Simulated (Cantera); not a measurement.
Input (Python, Cantera):

```python
import numpy as np
import cantera as ct

gas = ct.Solution("gri30.yaml")
gas.TPX = 1000, 100000, {'C3H8': 1, 'H2': 21, 'H2O': 0.3}
reactor = ct.IdealGasConstPressureReactor(gas, energy="off", clone=False)
net = ct.ReactorNet([reactor])
net.rtol, net.atol = 1e-08, 1e-18
show = ['C3H8', 'H2', 'C2H4', 'C2H6', 'C2H2']
times = np.geomspace(4e-05, 100, 11)

steps = ct.SolutionArray(gas, extra=["t"])
rows = []
print(f"{'t/s':>10s}{'T/K':>9s}{'P/Pa':>11s}" + "".join(f"{s:>11s}" for s in show))
for t in times:
    while net.time < t:
        t_next = net.step()
        steps.append(gas.state, t=t_next)
    rows.append([np.interp(t, steps.t, y) for y in (steps.T, steps.P, *steps(*show).X.T)])
    print(f"{t:10.3e}{rows[-1][0]:9.1f}{rows[-1][1]:11.4g}" + "".join(f"{x:11.3e}" for x in rows[-1][2:]))
rate = np.gradient(steps.T, steps.t)
print("integrator steps:", len(steps.t))
if steps.T.max() > steps.T[0] + 200:
    print(f"time of steepest temperature rise: {steps.t[rate.argmax()]:.4e} s")
gas.TPX = 1000, 100000, {'C3H8': 1, 'H2': 21, 'H2O': 0.3}
gas.equilibrate("TP")
print(f"equilibrium (TP): T = {gas.T:.1f} K  " + "  ".join(f"{s} {gas[s].X[0]:.3e}" for s in show))
```

Result:

```
       t/s      T/K       P/Pa       C3H8         H2       C2H4       C2H6       C2H2
 4.000e-05   1000.0      1e+05  4.484e-02  9.417e-01  3.155e-08  4.049e-09  1.087e-17
 1.745e-04   1000.0      1e+05  4.484e-02  9.417e-01  7.303e-07  2.922e-08  3.914e-15
 7.615e-04   1000.0      1e+05  4.483e-02  9.417e-01  1.472e-05  1.457e-07  1.459e-12
 3.322e-03   1000.0      1e+05  4.459e-02  9.415e-01  2.392e-04  1.052e-06  3.804e-10
 1.450e-02   1000.0      1e+05  4.294e-02  9.400e-01  1.806e-03  2.062e-05  2.239e-08
 6.325e-02   1000.0      1e+05  3.659e-02  9.342e-01  7.567e-03  3.467e-04  4.486e-07
 2.759e-01   1000.0      1e+05  2.062e-02  9.195e-01  1.961e-02  3.685e-03  4.792e-06
 1.204e+00   1000.0      1e+05  4.213e-03  9.032e-01  2.283e-02  1.652e-02  2.019e-05
 5.253e+00   1000.0      1e+05  3.809e-05  8.974e-01  1.361e-02  2.962e-02  3.098e-05
 2.292e+01   1000.0      1e+05  4.704e-06  8.942e-01  1.188e-02  2.845e-02  2.643e-05
 1.000e+02   1000.0      1e+05  4.627e-06  8.835e-01  8.945e-03  2.116e-02  2.011e-05
integrator steps: 974
equilibrium (TP): T = 1000.0 K  C3H8 2.649e-10  H2 8.663e-01  C2H4 1.274e-06  C2H6 2.963e-06  C2H2 2.876e-09
```

Cantera simulation using GRI-Mech 3.0 (53 species, 325 reactions); the numbers are that mechanism's predictions, not measurements. GRI-Mech 3.0 was tuned for natural gas; its chemistry of propane as a main component is partial and can be far from experiment. GRI-Mech 3.0 stops at C3 and has no aromatics, soot or wall deposition, so with more carbon than oxygen in the feed, carbon stays in small species such as C2H2 where larger ones or solid carbon would form.
